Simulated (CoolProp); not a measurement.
A simple Rankine cycle with R124: condensing at 319.15 K, boiler at 1.74 MPa, turbine inlet 372.8 K, turbine efficiency 0.75, pump efficiency 0.7, no recuperator. Each further row changes one setting.

Computed with CoolProp (reference Helmholtz-energy equation of state, de Vries 1995).

```tsv
case	thermal efficiency (%)	net work (kJ/kg)	heat in (kJ/kg)	turbine exit temperature (K)	volume ratio over the turbine
as stated	6.6	10.9	166	343.3	?
turbine inlet 392.8 K	6.6	12.3	186	?	2.61
condensing temperature 311.15 K	7.9	13.8	?	337.6	3.37
boiler pressure 1.22 MPa	4.3	7.44	174	356.6	1.79
turbine efficiency 0.65	?	9.33	166	345.2	2.72
```

Problem. Fill in the missing entries.

Solution. 
- as stated, volume ratio over the turbine: 2.69
- turbine inlet 392.8 K, turbine exit temperature (K): 365.3
- condensing temperature 311.15 K, heat in (kJ/kg): 175
- turbine efficiency 0.65, thermal efficiency (%): 5.6
